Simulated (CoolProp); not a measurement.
A Linde-Hampson liquefier for dry air: isothermal reversible compression at 290 K from 1 atm to 20 MPa, throttling to 1 atm, return gas leaving the recuperator 5 K below the feed. Each further row changes one setting.

Model: reference Helmholtz-energy equation of state, Lemmon 2000, in CoolProp. It is a pseudo-pure fit of the blend.

| case | liquid yield per pass | compression work (kJ/kg of gas) |
|---|---|---|
| as stated | (withheld) | 438 |
| high pressure 40 MPa | (withheld) | 501 |
| warm-end temperature 320 K | (withheld) | (withheld) |
| warm-end gap 10 K | (withheld) | 438 |

Some entries are withheld; supply them.


- as stated, liquid yield per pass: 0.078
- high pressure 40 MPa, liquid yield per pass: 0.106
- warm-end temperature 320 K, liquid yield per pass: 0.055
- warm-end temperature 320 K, compression work (kJ/kg of gas): 486
- warm-end gap 10 K, liquid yield per pass: 0.067
